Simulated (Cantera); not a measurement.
Ignition delay

Mixture: CO : H₂ : O₂ : N₂ : CO₂ = 1.3 : 0.045 : 0.475 : 1.79 : 0.07 (molar parts), at 1.00 bar, adiabatic and at constant volume. Ignition delay is the time to a rise of 400 K.

Cantera simulation using GRI-Mech 3.0 (53 species, 325 reactions); the numbers are that mechanism's predictions, not measurements. Where the delays flatten at high temperature, the 400 K rule measures the pace of heat release, not the induction time.

| T0 (K) | delay (ms) |
|---|---|
| 1100 | 0.292 |
| 1150 | 0.208 |
| 1200 | 0.161 |
| 1250 | 0.132 |
| 1300 | 0.112 |
| 1350 | 0.0988 |
| 1400 | 0.0892 |
| 1450 | 0.0822 |
| 1500 | 0.0772 |
